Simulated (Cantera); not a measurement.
## Gas activation for diamond growth

An isothermal, constant-pressure homogeneous reactor starts with CH₄ : H₂ : CO₂ = 0.033 : 1 : 0.011 (molar parts), at 2148 K and 0.316 atm.

Model: GRI-Mech 3.0 (53 species, 325 reactions), integrated in Cantera. GRI-Mech 3.0 stops at C3 and has no aromatics, soot or wall deposition, so with more carbon than oxygen in the feed, carbon stays in small species such as C2H2 where larger ones or solid carbon would form.

```csv
t (s),x CH₄,x H₂,x CO₂,x C₂H₂,x CH₂O,x CH₂CO
8.00e-5,0.0293,0.954,0.00961,8.65e-5,3.58e-7,8.29e-9
0.000248,0.0243,0.950,0.00545,0.00190,4.76e-7,1.35e-7
0.000772,0.0147,0.950,0.000589,0.00700,2.50e-7,4.77e-7
0.00240,0.00612,0.954,2.16e-5,0.0116,1.07e-7,6.78e-7
0.00744,0.00219,0.957,2.07e-5,0.0133,3.79e-8,6.77e-7
0.0231,0.00115,0.958,1.84e-5,0.0128,1.66e-8,4.95e-7
0.0718,0.000752,0.960,1.09e-5,0.0112,6.74e-9,2.10e-7
0.223,0.000343,0.962,1.73e-6,0.0101,2.74e-9,3.00e-8
0.692,0.000203,0.962,6.79e-9,0.00995,2.50e-9,3.07e-9
2.15,0.000202,0.962,7.31e-10,0.00995,2.50e-9,2.98e-9
6.68,0.000202,0.962,7.31e-10,0.00995,2.50e-9,2.98e-9
20.7,0.000202,0.962,7.31e-10,0.00995,2.50e-9,2.98e-9
64.4,0.000202,0.962,7.31e-10,0.00995,2.50e-9,2.98e-9
200,0.000202,0.962,7.31e-10,0.00995,2.50e-9,2.98e-9
```
x: mole fraction; the columns are a selection and need not sum to one.

Equilibrium at this temperature and pressure: CH₄ 0.000202, H₂ 0.962, CO₂ 7.35e-10, C₂H₂ 0.00995, CH₂O 2.50e-9, CH₂CO 2.98e-9 (gas phase only).
